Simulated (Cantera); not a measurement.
An isothermal, constant-pressure homogeneous reactor starts with CH3OH : O2 : N2 = 0.024 : 0.0045 : 1 (molar parts), equivalence ratio 8.0, at 1325 K and 4.93 atm.

Model: GRI-Mech 3.0 (53 species, 325 reactions), integrated in Cantera. GRI-Mech 3.0 was tuned for natural gas; its chemistry of methanol as a main component is partial and can be far from experiment.

x: mole fraction; the columns are a selection and need not sum to one.

```json
[
 {"t (s)": "3.00e-5", "x CH3OH": "0.0233", "x O2": "0.00437", "x H2O": "2.65e-6", "x CH2O": "7.95e-6", "x CO2": "3.78e-7", "x HCN": "<1e-12"},
 {"t (s)": "9.90e-5", "x CH3OH": "0.0233", "x O2": "0.00436", "x H2O": "1.08e-5", "x CH2O": "3.59e-5", "x CO2": "1.26e-6", "x HCN": "<1e-12"},
 {"t (s)": "0.000327", "x CH3OH": "0.0230", "x O2": "0.00427", "x H2O": "0.000115", "x CH2O": "0.000334", "x CO2": "4.16e-6", "x HCN": "7.49e-12"},
 {"t (s)": "0.00108", "x CH3OH": "0.000685", "x O2": "0.000153", "x H2O": "0.00796", "x CH2O": "0.00109", "x CO2": "0.000232", "x HCN": "3.64e-9"},
 {"t (s)": "0.00356", "x CH3OH": "3.10e-9", "x O2": "6.13e-5", "x H2O": "0.00808", "x CH2O": "1.23e-8", "x CO2": "0.000287", "x HCN": "3.69e-9"},
 {"t (s)": "0.0117", "x CH3OH": "7.68e-10", "x O2": "1.64e-5", "x H2O": "0.00810", "x CH2O": "3.87e-9", "x CO2": "0.000348", "x HCN": "3.71e-9"},
 {"t (s)": "0.0387", "x CH3OH": "1.97e-10", "x O2": "[?]", "x H2O": "0.00808", "x CH2O": "[?]", "x CO2": "[?]", "x HCN": "3.71e-9"},
 {"t (s)": "0.128", "x CH3OH": "5.79e-11", "x O2": "[?]", "x H2O": "0.00804", "x CH2O": "1.93e-9", "x CO2": "[?]", "x HCN": "3.71e-9"},
 {"t (s)": "0.422", "x CH3OH": "2.54e-11", "x O2": "2.59e-7", "x H2O": "0.00799", "x CH2O": "1.88e-9", "x CO2": "0.000499", "x HCN": "3.71e-9"},
 {"t (s)": "1.39", "x CH3OH": "1.98e-11", "x O2": "8.35e-9", "x H2O": "0.00788", "x CH2O": "1.87e-9", "x CO2": "0.000605", "x HCN": "3.71e-9"},
 {"t (s)": "4.59", "x CH3OH": "1.88e-11", "x O2": "<1e-12", "x H2O": "0.00760", "x CH2O": "1.86e-9", "x CO2": "0.000886", "x HCN": "3.71e-9"},
 {"t (s)": "15.2", "x CH3OH": "1.73e-11", "x O2": "<1e-12", "x H2O": "0.00704", "x CH2O": "1.83e-9", "x CO2": "0.00145", "x HCN": "3.70e-9"},
 {"t (s)": "50.0", "x CH3OH": "1.62e-11", "x O2": "<1e-12", "x H2O": "0.00662", "x CH2O": "1.82e-9", "x CO2": "0.00187", "x HCN": "3.67e-9"}
]
```

Problem. Some entries are withheld; supply them.

Solution. 
- 0.0387, x O2: 4.73e-6
- 0.0387, x CH2O: 2.22e-9
- 0.0387, x CO2: 0.000398
- 0.128, x O2: 1.31e-6
- 0.128, x CO2: 0.000445
